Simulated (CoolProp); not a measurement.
Vapour-liquid equilibrium of carbon dioxide (1) + CH3F (R41) (2) at 226.8 K; x and y are mole fractions of (1).

Values from CoolProp's multi-fluid Helmholtz-energy mixture model, Span 1996 and Lemmon 2006; pair parameters Bell 2016.

```json
[
 {"x": "0.05", "bubble pressure, mixture model (kPa)": "466.4", "bubble pressure, Raoult's law (kPa)": "467.2", "y, mixture model": "0.079", "y, Raoult's law": "0.084"},
 {"x": "0.2", "bubble pressure, mixture model (kPa)": "512.9", "bubble pressure, Raoult's law (kPa)": "518.0", "y, mixture model": "0.285", "y, Raoult's law": "0.305"},
 {"x": "0.35", "bubble pressure, mixture model (kPa)": "558.5", "bubble pressure, Raoult's law (kPa)": "568.9", "y, mixture model": "0.460", "y, Raoult's law": "0.486"},
 {"x": "0.5", "bubble pressure, mixture model (kPa)": "605.6", "bubble pressure, Raoult's law (kPa)": "619.8", "y, mixture model": "0.615", "y, Raoult's law": "0.637"},
 {"x": "0.65", "bubble pressure, mixture model (kPa)": "655.8", "bubble pressure, Raoult's law (kPa)": "670.6", "y, mixture model": "0.752", "y, Raoult's law": "0.765"},
 {"x": "0.8", "bubble pressure, mixture model (kPa)": "710.4", "bubble pressure, Raoult's law (kPa)": "721.5", "y, mixture model": "0.871", "y, Raoult's law": "0.875"},
 {"x": "0.95", "bubble pressure, mixture model (kPa)": "769.0", "bubble pressure, Raoult's law (kPa)": "772.3", "y, mixture model": "0.971", "y, Raoult's law": "0.971"}
]
```

The largest gap from Raoult's law is -2.3 % in bubble pressure, at x = 0.5. No azeotrope shows between x = 0.05 and 0.95.

The pair parameters rest on a limited set of measurements; away from them the model extrapolates.
